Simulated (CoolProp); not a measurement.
Vapour-liquid equilibrium of R114 (1) + R113 (2) at 106.95 °C; x and y are mole fractions of (1).

The numbers come from the multi-fluid Helmholtz-energy mixture model, Platzer 1990 and Marx 1992; pair parameters Bell 2016 in CoolProp. This equation is an older, rougher fit; its heat capacities, sound speeds and derivatives of the liquid may be far off and weren't checked against measurements.

```json
[
 {"x": "0.05", "bubble pressure, mixture model (bar)": "5.611", "bubble pressure, Raoult's law (bar)": "5.682", "y, mixture model": "0.120", "y, Raoult's law": "0.143"},
 {"x": "0.125", "bubble pressure, mixture model (bar)": "6.357", "bubble pressure, Raoult's law (bar)": "6.518", "y, mixture model": "0.268", "y, Raoult's law": "0.312"},
 {"x": "0.2", "bubble pressure, mixture model (bar)": "…", "bubble pressure, Raoult's law (bar)": "7.355", "y, mixture model": "…", "y, Raoult's law": "0.443"},
 {"x": "0.275", "bubble pressure, mixture model (bar)": "…", "bubble pressure, Raoult's law (bar)": "8.191", "y, mixture model": "…", "y, Raoult's law": "0.546"},
 {"x": "0.35", "bubble pressure, mixture model (bar)": "8.687", "bubble pressure, Raoult's law (bar)": "9.028", "y, mixture model": "0.573", "y, Raoult's law": "0.631"},
 {"x": "0.425", "bubble pressure, mixture model (bar)": "9.490", "bubble pressure, Raoult's law (bar)": "9.865", "y, mixture model": "0.644", "y, Raoult's law": "0.701"},
 {"x": "0.5", "bubble pressure, mixture model (bar)": "10.31", "bubble pressure, Raoult's law (bar)": "10.70", "y, mixture model": "0.707", "y, Raoult's law": "0.761"},
 {"x": "0.575", "bubble pressure, mixture model (bar)": "11.14", "bubble pressure, Raoult's law (bar)": "11.54", "y, mixture model": "0.762", "y, Raoult's law": "0.811"},
 {"x": "0.65", "bubble pressure, mixture model (bar)": "…", "bubble pressure, Raoult's law (bar)": "12.37", "y, mixture model": "0.811", "y, Raoult's law": "0.855"},
 {"x": "0.725", "bubble pressure, mixture model (bar)": "12.85", "bubble pressure, Raoult's law (bar)": "13.21", "y, mixture model": "0.856", "y, Raoult's law": "0.893"},
 {"x": "0.8", "bubble pressure, mixture model (bar)": "…", "bubble pressure, Raoult's law (bar)": "14.05", "y, mixture model": "…", "y, Raoult's law": "0.927"},
 {"x": "0.875", "bubble pressure, mixture model (bar)": "14.65", "bubble pressure, Raoult's law (bar)": "14.88", "y, mixture model": "0.937", "y, Raoult's law": "0.957"},
 {"x": "0.95", "bubble pressure, mixture model (bar)": "15.61", "bubble pressure, Raoult's law (bar)": "15.72", "y, mixture model": "0.975", "y, Raoult's law": "0.984"}
]
```

Problem. Complete the blanks.

Solution. 
- 0.2, bubble pressure, mixture model (bar): 7.119
- 0.2, y, mixture model: 0.389
- 0.275, bubble pressure, mixture model (bar): 7.897
- 0.275, y, mixture model: 0.489
- 0.65, bubble pressure, mixture model (bar): 11.98
- 0.8, bubble pressure, mixture model (bar): 13.74
- 0.8, y, mixture model: 0.898

The largest gap from Raoult's law is -3.8 % in bubble pressure, at x = 0.425. No azeotrope shows between x = 0.05 and 0.95.

The pair parameters rest on a limited set of measurements; away from them the model extrapolates.
